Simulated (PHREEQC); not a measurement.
**Brine with nickel, zinc or cadmium bath**

Solution A (0.0065 mol/kgw HCl and 0.01 mol/kgw H3BO3) is mixed with solution B (0.0012 mol CdCl2 and 0.0016 mol NiCl2 per kg of water) at 25 °C; shares are by mass of water, 1 kg in all. Oxygen is held at 0.21 atm. CO2 from the air is kept out. The run lets Cd(OH)2, CdOHCl, Ni(OH)2 precipitate or redissolve, and no other solid.

Equilibrium calculation in PHREEQC: ion-association model, wateq4f.dat.

### Question
Predict Cd+2 (mol/kgw), CdCl+ (mol/kgw) at share of solution B = 0.3, 0.45.

### Answer
| share of solution B | Cd+2 (mol/kgw) | CdCl+ (mol/kgw) |
|---|---|---|
| 0.3 | 0.000253 | 0.000104 |
| 0.45 | 0.000384 | 0.000153 |
